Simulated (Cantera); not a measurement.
## Transport properties of process gases

Gas mixture: 100 % CH₃OH, at 105 Torr, frozen composition.

Cantera's kinetic-theory transport with the Lennard-Jones parameters of GRI-Mech 3.0, ideal gas; thermal conductivity in the mixture-averaged form. Polar gases are described roughly by these parameters. The composition is frozen, though it would react at the higher temperatures.

```csv
T (K),ρ (kg/m³),cp (J/kg/K),μ (µPa s),λ (mW/m/K),Pr,D (cm²/s) H₂O,D (cm²/s) CO₂,D (cm²/s) OH
400,0.135,1604,13.1,28.2,0.745,1.97,1.37,2.97
500,0.108,1858,16.4,41.1,0.743,3.09,2.11,4.46
600,0.0899,2101,19.7,55.5,0.746,4.44,2.98,6.17
700,0.0771,2314,22.8,70.5,0.748,6.00,3.97,8.09
800,0.0674,2491,25.8,85.9,0.747,7.75,5.07,10.2
900,0.0599,2643,28.6,101,0.746,9.69,6.26,12.5
1000,0.0540,2798,31.3,117,0.751,11.8,7.56,15.0
1100,0.0490,2922,33.9,132,0.751,14.1,8.95,17.6
```
D: mixture-averaged diffusion coefficient of that species in the mixture.
